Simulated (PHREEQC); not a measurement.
Brine (model solution)

Make-up at 25 °C: 5.4 mol/kgw LiCl. Closed to the air; pH follows from the charge balance.

Model: Pitzer model, pitzer.dat, run in PHREEQC.

| Quantity | Value |
|---|---|
| ionic strength | 5.40 mol/kgw |
| activity of water | 0.720 |
| density | 1.105 g/cm³ |
| osmotic coefficient | 1.687 |

```tsv
species	molality	activity	log γ
Cl-	5.40	3.24	-0.222
Li+	5.40	46.6	0.936
OH-	1.04e-7	6.56e-9	-1.201
H+	1.04e-7	1.11e-6	1.028
```

No solid was allowed to form.
